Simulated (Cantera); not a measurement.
A perfectly stirred reactor is fed with C3H8 : O2 : N2 = 1 : 7.81 : 29.4 (molar parts), at 9.87 atm; it is adiabatic with a 550 K inlet, and is followed from long to short residence time, starting on the burning branch (τ in s: 0.24, 0.098, 0.04, 0.017, 0.0068, 0.0028, 0.0012, 0.00048, 0.0002, 8.1e-05).

Model: GRI-Mech 3.0 (53 species, 325 reactions), integrated in Cantera. GRI-Mech 3.0 was tuned for natural gas; its chemistry of propane as a main component is partial and can be far from experiment.

Q: What does this change do: inlet temperature 550 to 473 K?

A: 
```json
[
 {"quantity": "blow-out, bracketed by the residence times tried", "before": "burning at 81.0 µs, the shortest tried", "after": "burning at 81.0 µs, the shortest tried"},
 {"quantity": "x(C3H8) at τ = 0.240 s", "before": "4.77e-8", "after": "6.97e-8"},
 {"quantity": "x(O2) at τ = 0.240 s", "before": "0.0713", "after": "0.0714"},
 {"quantity": "x(NO) at τ = 0.240 s", "before": "0.000486", "after": "0.000202"},
 {"quantity": "x(C2H) at τ = 0.240 s", "before": "2.51e-10", "after": "2.44e-10"},
 {"quantity": "x(HO2) at τ = 0.240 s", "before": "2.06e-6", "after": "1.64e-6"},
 {"quantity": "x(C3H8) at τ = 2.80 ms", "before": "2.79e-6", "after": "3.66e-6"},
 {"quantity": "x(O2) at τ = 2.80 ms", "before": "0.0718", "after": "0.0719"},
 {"quantity": "x(NO) at τ = 2.80 ms", "before": "3.30e-5", "after": "2.01e-5"},
 {"quantity": "x(C2H) at τ = 2.80 ms", "before": "1.13e-8", "after": "9.62e-9"},
 {"quantity": "x(HO2) at τ = 2.80 ms", "before": "5.58e-6", "after": "6.32e-6"}
]
```

Q: What does this change do: 3.6 parts CO2 added?

A: 
```
quantity                                                                          before                                after
------------------------------------------------  --------------------------------------  -----------------------------------
blow-out, bracketed by the residence times tried  burning at 81.0 µs, the shortest tried  burning at 0.200 ms, out at 81.0 µs
x(C3H8) at τ = 0.240 s                                                           4.77e-8                              1.32e-7
x(O2) at τ = 0.240 s                                                              0.0713                               0.0656
x(NO) at τ = 0.240 s                                                            0.000486                              3.67e-5
x(C2H) at τ = 0.240 s                                                           2.51e-10                             2.22e-10
x(HO2) at τ = 0.240 s                                                            2.06e-6                              1.06e-6
x(C3H8) at τ = 2.80 ms                                                           2.79e-6                              5.64e-6
x(O2) at τ = 2.80 ms                                                              0.0718                               0.0663
x(NO) at τ = 2.80 ms                                                             3.30e-5                              8.49e-6
x(C2H) at τ = 2.80 ms                                                            1.13e-8                              6.84e-9
x(HO2) at τ = 2.80 ms                                                            5.58e-6                              8.26e-6
```
